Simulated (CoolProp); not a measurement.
Vapour-liquid equilibrium of acetone (1) + benzene (2) at 0.879 MPa; x and y are mole fractions of (1).

Computed with CoolProp (multi-fluid Helmholtz-energy mixture model, Lemmon 2006 and Thol 2012; pair parameters Bell 2016).

```
x     bubble temperature, mixture model (°C)  bubble temperature, Raoult's law (°C)  y, mixture model  y, Raoult's law
----  --------------------------------------  -------------------------------------  ----------------  ---------------
0.05                                   167.9                                  168.8             0.097            0.093
0.2                                    159.7                                  162.1             0.324            0.327
0.35                                   153.5                                  156.2             0.493            0.513
0.5                                    148.6                                  151.0        (withheld)            0.662
0.65                                   144.5                                  146.3             0.749            0.785
0.8                               (withheld)                                  142.1        (withheld)            0.888
0.95                                   138.0                                  138.3             0.965            0.974
```

Task: Fill in the missing entries.

Result: 
- 0.5, y, mixture model: 0.630
- 0.8, bubble temperature, mixture model (°C): 141.0
- 0.8, y, mixture model: 0.859

The largest gap from Raoult's law is -2.7 K in bubble temperature, at x = 0.35. No azeotrope shows between x = 0.05 and 0.95.

The pair parameters rest on a limited set of measurements; away from them the model extrapolates.
